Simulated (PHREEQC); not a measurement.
Consider water at 87 °C with 0.0032 mol HCl, 6.8e-05 mol FeSO4 and 0.26 mol Na2SO4 per kg of water. Closed to the air; pH follows from the charge balance.

Computed with PHREEQC (Pitzer model, pitzer.dat).

```csv
quantity,before,after
pH,3.99,3.41
HSO4- (mol/kgw),0.00297,0.00242
SI of Thenardite (Na2SO4),-2.04,-2.23
SI of Mirabilite (Na2SO4:10H2O),-2.99,-1.78
```

**Question.** Name the change that produced these shifts.
(A) Na2SO4 from 0.26 to 0.286 mol/kgw
(B) FeSO4 left out
(C) Na2SO4 from 0.26 to 0.39 mol/kgw
(D) temperature from 87 to 35 °C
(E) FeSO4 from 6.8e-05 to 0.00068 mol/kgw

**Answer.** D, temperature from 87 to 35 °C

No solid was allowed to form. At this temperature some constants are extrapolated from 25 °C, and those without enthalpy data are left unchanged.
